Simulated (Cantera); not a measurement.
Cantera run, input and output.

```python
import numpy as np
import cantera as ct

gas = ct.Solution("gri30.yaml")
gas.TPX = 1825, 34000, {'CH4': 1.6, 'N2': 7.5}
reactor = ct.IdealGasConstPressureReactor(gas, energy="off", clone=False)
net = ct.ReactorNet([reactor])
net.rtol, net.atol = 1e-08, 1e-18
show = ['CH4', 'C2H2', 'H', 'HCN', 'H2']
times = np.geomspace(3e-06, 50, 13)

steps = ct.SolutionArray(gas, extra=["t"])
rows = []
print(f"{'t/s':>10s}{'T/K':>9s}{'P/Pa':>11s}" + "".join(f"{s:>11s}" for s in show))
for t in times:
    while net.time < t:
        t_next = net.step()
        steps.append(gas.state, t=t_next)
    rows.append([np.interp(t, steps.t, y) for y in (steps.T, steps.P, *steps(*show).X.T)])
    print(f"{t:10.3e}{rows[-1][0]:9.1f}{rows[-1][1]:11.4g}" + "".join(f"{x:11.3e}" for x in rows[-1][2:]))
rate = np.gradient(steps.T, steps.t)
print("integrator steps:", len(steps.t))
if steps.T.max() > steps.T[0] + 200:
    print(f"time of steepest temperature rise: {steps.t[rate.argmax()]:.4e} s")
gas.TPX = 1825, 34000, {'CH4': 1.6, 'N2': 7.5}
gas.equilibrate("TP")
print(f"equilibrium (TP): T = {gas.T:.1f} K  " + "  ".join(f"{s} {gas[s].X[0]:.3e}" for s in show))
```

Output:

```
       t/s      T/K       P/Pa        CH4       C2H2          H        HCN         H2
 3.000e-06   1825.0    3.4e+04  1.758e-01  1.051e-13  1.739e-06  7.606e-15  1.138e-05
 1.199e-05   1825.0    3.4e+04  1.757e-01  7.174e-11  1.753e-06  1.480e-13  5.078e-05
 4.795e-05   1825.0    3.4e+04  1.754e-01  2.797e-08  1.986e-06  3.934e-12  2.164e-04
 1.917e-04   1825.0    3.4e+04  1.734e-01  9.132e-06  5.540e-06  1.659e-10  1.376e-03
 7.663e-04   1825.0    3.4e+04  1.502e-01  2.491e-03  5.128e-05  2.309e-08  2.342e-02
 3.064e-03   1825.0    3.4e+04  7.688e-02  3.797e-02  1.678e-04  4.521e-07  1.216e-01
 1.225e-02   1825.0    3.4e+04  2.621e-02  6.291e-02  2.673e-04  1.763e-06  1.897e-01
 4.896e-02   1825.0    3.4e+04  6.249e-03  7.189e-02  3.336e-04  4.023e-06  2.159e-01
 1.957e-01   1825.0    3.4e+04  1.456e-03  7.400e-02  3.555e-04  6.509e-06  2.221e-01
 7.825e-01   1825.0    3.4e+04  5.300e-04  7.441e-02  3.593e-04  9.531e-06  2.233e-01
 3.128e+00   1825.0    3.4e+04  4.695e-04  7.443e-02  3.595e-04  1.830e-05  2.234e-01
 1.251e+01   1825.0    3.4e+04  4.692e-04  7.441e-02  3.595e-04  6.033e-05  2.234e-01
 5.000e+01   1825.0    3.4e+04  4.689e-04  7.432e-02  3.595e-04  2.408e-04  2.234e-01
integrator steps: 1588
equilibrium (TP): T = 1825.0 K  CH4 3.013e-04  C2H2 3.041e-02  H 3.598e-04  HCN 8.832e-02  H2 2.237e-01
```

Cantera simulation using GRI-Mech 3.0 (53 species, 325 reactions); the numbers are that mechanism's predictions, not measurements. GRI-Mech 3.0 stops at C3 and has no aromatics, soot or wall deposition, so with more carbon than oxygen in the feed, carbon stays in small species such as C2H2 where larger ones or solid carbon would form.
